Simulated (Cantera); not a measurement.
## Low-pressure radical oxidation in H2/O2

An isothermal, constant-pressure homogeneous reactor starts with 4.49 % H2, 95.5 % O2, at 1073 K and 2670 Pa.

Computed with Cantera and GRI-Mech 3.0 (53 species, 325 reactions). Radical loss at walls, strong at low pressure, is not modelled. The temperature is held fixed by assumption; the heat of reaction is taken as removed at once.

| t (s) | x H2 | x O2 | x H2O | x H | x HO2 |
|---|---|---|---|---|---|
| 4.00e-5 | 0.0449 | 0.955 | 2.08e-11 | 1.57e-10 | 2.15e-10 |
| 0.000186 | 0.0449 | 0.955 | 1.19e-9 | 8.57e-10 | 1.01e-9 |
| 0.000862 | 0.0449 | 0.955 | 5.76e-7 | 1.93e-7 | 1.25e-8 |
| 0.00400 | 0.00116 | 0.931 | 0.0397 | 0.00647 | 1.02e-5 |
| 0.0186 | 0.000136 | 0.950 | 0.0451 | 0.000411 | 5.55e-6 |
| 0.0862 | 7.98e-6 | 0.954 | 0.0458 | 6.31e-6 | 1.24e-6 |
| 0.400 | 4.66e-7 | 0.954 | 0.0459 | 1.07e-7 | 1.50e-7 |
| 1.86 | 4.46e-8 | 0.954 | 0.0459 | 3.67e-9 | 1.97e-8 |
| 8.62 | 6.42e-9 | 0.954 | 0.0459 | 2.17e-10 | 3.58e-9 |
| 40.0 | 1.16e-9 | 0.954 | 0.0459 | 1.73e-11 | 1.54e-9 |
x: mole fraction; the columns are a selection and need not sum to one.

Equilibrium at this temperature and pressure: H2 1.93e-10, O2 0.954, H2O 0.0459, H 1.20e-12, HO2 2.36e-9 (gas phase only).
